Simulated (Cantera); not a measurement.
An adiabatic, constant-volume homogeneous reactor starts with 24.6 % CO, 2.39 % H2, 15.3 % O2, 57.6 % N2, at 950 K and 41000 Pa.

Computed with Cantera and GRI-Mech 3.0 (53 species, 325 reactions).

Task: Predict: time of steepest temperature rise; temperature at 0.700 s; equilibrium temperature; x(CO) at 0.700 s; x(H2) at 0.700 s; x(O2) at 0.700 s; x(H2O) at 0.700 s; x(CO2) at 0.700 s; x(H) at 0.700 s.

Result: 
- time of steepest temperature rise: 1.63 ms
- temperature at 0.700 s: 2682 K
- equilibrium temperature: 2682 K
- x(CO) at 0.700 s: 0.0781 (gas-phase equilibrium 0.0781)
- x(H2) at 0.700 s: 0.00123 (gas-phase equilibrium 0.00123)
- x(O2) at 0.700 s: 0.0482 (gas-phase equilibrium 0.0482)
- x(H2O) at 0.700 s: 0.0204 (gas-phase equilibrium 0.0204)
- x(CO2) at 0.700 s: 0.193 (gas-phase equilibrium 0.193)
- x(H) at 0.700 s: 0.00183 (gas-phase equilibrium 0.00183)
